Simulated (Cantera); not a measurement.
## Thermodynamics of silicon epitaxy and polysilicon growth, feed SiCl₄ + HCl + H₂

Input: 1 mol SiCl₄, a varied amount of HCl, 20 mol H₂, at 1573.15 K and 750 Torr.

These are equilibrium values from Cantera (NASA tables, ideal gas, pure condensed phases), not measurements of a reactor. Candidate condensed phases: Si; 19 gas species. The tables' values for SiCl₃ are old estimates; treat these amounts as uncertain. Rates play no part.

From 0.14 mol HCl to 0.31 mol HCl the condensed part is Si(s). From 0.36 mol HCl to 0.6 mol HCl nothing is condensed. The main Si-bearing gas is SiCl₂ throughout.

| n(HCl) (mol) | x H₂ | x HCl | x SiCl₂ | x SiCl₃ | x SiHCl₃ | x SiCl₄ | n Si(s) |
|---|---|---|---|---|---|---|---|
| 0.14 | 0.866 | 0.0911 | 0.0325 | 0.00506 | 0.00261 | 0.00207 | 0.0601 |
| 0.16 | 0.866 | 0.0913 | 0.0326 | 0.00509 | 0.00263 | 0.00209 | 0.0542 |
| 0.19 | 0.865 | 0.0916 | 0.0328 | 0.00515 | 0.00266 | 0.00212 | 0.0454 |
| 0.21 | 0.865 | 0.0918 | 0.0330 | 0.00518 | 0.00267 | 0.00214 | 0.0395 |
| 0.24 | 0.864 | 0.0921 | 0.0332 | 0.00524 | 0.00270 | 0.00217 | 0.0307 |
| 0.27 | 0.863 | 0.0924 | 0.0335 | 0.00529 | 0.00273 | 0.00220 | 0.0219 |
| 0.31 | 0.862 | 0.0927 | 0.0338 | 0.00537 | 0.00277 | 0.00224 | 0.0101 |
| 0.36 | 0.861 | 0.0936 | 0.0339 | 0.00545 | 0.00281 | 0.00230 | 0 |
| 0.41 | 0.860 | 0.0954 | 0.0337 | 0.00552 | 0.00284 | 0.00237 | 0 |
| 0.46 | 0.858 | 0.0972 | 0.0334 | 0.00558 | 0.00287 | 0.00245 | 0 |
| 0.53 | 0.856 | 0.0996 | 0.0331 | 0.00567 | 0.00291 | 0.00255 | 0 |
| 0.6 | 0.853 | 0.102 | 0.0327 | 0.00575 | 0.00295 | 0.00266 | 0 |
x: gas mole fraction; n: condensed amount in mol.
